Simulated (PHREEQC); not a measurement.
Dissolve 0.12 mol KOH and 0.011 mol CO2 per kg of water at 65 °C. Closed to the air; pH follows from the charge balance.

Model: ion-association model, phreeqc.dat, run in PHREEQC.

Question: The ionic strength comes out as 0.131 mol/kgw. What activity coefficients do HCO3-, CO3-2, K+, OH- get?

Answer: HCO3- 0.76, CO3-2 0.33, K+ 0.73, OH- 0.72.

This is a speciation only: nothing precipitates in the calculation. Constants without temperature data keep their 25 °C values here.
